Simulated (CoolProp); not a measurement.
Vapour-liquid equilibrium of m-xylene (1) + n-nonane (2) at 50.45 °C; x and y are mole fractions of (1).

Computed with CoolProp (multi-fluid Helmholtz-energy mixture model, Zhou 2012 and Lemmon 2006; pair parameters Bell 2016).

| x | bubble pressure (kPa) | y at the bubble point | dew pressure at overall composition x (kPa) | liquid density (mol/L) |
|---|---|---|---|---|
| 0.05 | 2.677 | 0.120 | 2.556 | 5.498 |
| 0.15 | 3.022 | 0.297 | 2.731 | 5.683 |
| 0.25 | 3.304 | ___ | 2.925 | 5.880 |
| 0.35 | 3.534 | 0.519 | ___ | 6.090 |
| 0.45 | 3.722 | 0.598 | 3.369 | 6.315 |
| 0.55 | 3.878 | 0.669 | 3.609 | 6.556 |
| 0.65 | 4.006 | ___ | 3.838 | ___ |
| 0.75 | 4.110 | ___ | 4.032 | 7.094 |
| 0.85 | 4.189 | 0.873 | 4.167 | 7.394 |
| 0.95 | 4.239 | 0.954 | 4.238 | 7.719 |

Complete the blanks.


- 0.25, y at the bubble point: 0.422
- 0.35, dew pressure at overall composition x (kPa): 3.139
- 0.65, y at the bubble point: 0.735
- 0.65, liquid density (mol/L): 6.815
- 0.75, y at the bubble point: 0.802

No azeotrope shows between x = 0.05 and 0.95.

Pair parameters are fitted to limited data, so mixtures are less certain than the pure fluids.
